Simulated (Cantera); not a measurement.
A freely propagating, adiabatic, planar premixed flame of H₂ : O₂ : N₂ : H₂O = 1 : 0.781 : 3.36 : 1.1 (molar parts), unburnt at 425 K and 1.01 bar; mixture-averaged transport, grid criteria slope 0.08 and curve 0.16, no radiation.

Computed with Cantera and the H2/O2 subset of GRI-Mech 3.0, which has no nitrogen chemistry. Burning velocities carry a grid error of a few per cent, more on coarse grids. Lean hydrogen flames are cellular in practice and burn faster than this planar one.

### Question
How do the results move with these cheaper or finer settings: unity-Lewis-number transport; multicomponent transport; multicomponent+Soret transport; grid criteria slope 0.5, curve 1; grid criteria slope 0.25, curve 0.5; grid criteria slope 0.03, curve 0.06?

### Answer
| setting | laminar burning velocity | thermal thickness | peak x(H₂O₂) | peak x(OH) | grid points |
|---|---|---|---|---|---|
| as above | 43.3 cm/s | 0.606 mm | 9.63e-5 | 0.00274 | 99 |
| unity-Lewis-number transport | 81.2 cm/s | 0.359 mm | 3.59e-5 | 0.00449 | 110 |
| multicomponent transport | 45.8 cm/s | 0.595 mm | 9.43e-5 | 0.00282 | 99 |
| multicomponent+Soret transport | 42.4 cm/s | 0.617 mm | 9.48e-5 | 0.00270 | 99 |
| grid criteria slope 0.5, curve 1 | 39.4 cm/s | 0.765 mm | 0.000109 | 0.00202 | 31 |
| grid criteria slope 0.25, curve 0.5 | 40.9 cm/s | 0.654 mm | 0.000103 | 0.00250 | 54 |
| grid criteria slope 0.03, curve 0.06 | 44.9 cm/s | 0.581 mm | 9.47e-5 | 0.00291 | 258 |
Unity Lewis numbers drop preferential diffusion, which matters most where H2 and H carry the flame; Soret adds thermal diffusion.
